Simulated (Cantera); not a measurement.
Input: 1 mol SiH₄, 8.6 mol NH₃, 9.1 mol N₂, equilibrated at 0.00980 bar.

Cantera equilibrium calculation (NASA polynomials, part measured and part estimated; ideal gas, pure solids and liquids). Candidate condensed phases: Si, Si₃N₄; 18 gas species. Gases not in the tables: Si₂H₆ and higher silanes. The numbers say what is thermodynamically allowed, not how fast it happens.

Question: Which condensed phases are stable at each of these points (T (K)): 848, 948, 1048, 1148, 1248, 1348, 1448, 1548, 1648, 1748, 1848, 1948, 2048, 2148?

Answer: 
| T (K) | condensed phases | Si condensed (%) |
|---|---|---|
| 848 | Si₃N₄(s) | 100.0 |
| 948 | Si₃N₄(s) | 100.0 |
| 1048 | Si₃N₄(s) | 100.0 |
| 1148 | Si₃N₄(s) | 100.0 |
| 1248 | Si₃N₄(s) | 100.0 |
| 1348 | Si₃N₄(s) | 100.0 |
| 1448 | Si₃N₄(s) | 100.0 |
| 1548 | Si₃N₄(s) | 100.0 |
| 1648 | Si₃N₄(s) | 100.0 |
| 1748 | Si₃N₄(s) | 99.5 |
| 1848 | Si(l) | 97.8 |
| 1948 | Si(l) | 92.1 |
| 2048 | Si(l) | 74.8 |
| 2148 | Si(l) | 26.2 |

From 848 K to 1748 K the condensed part is Si₃N₄(s). From 1848 K to 2148 K the condensed part is Si(l).
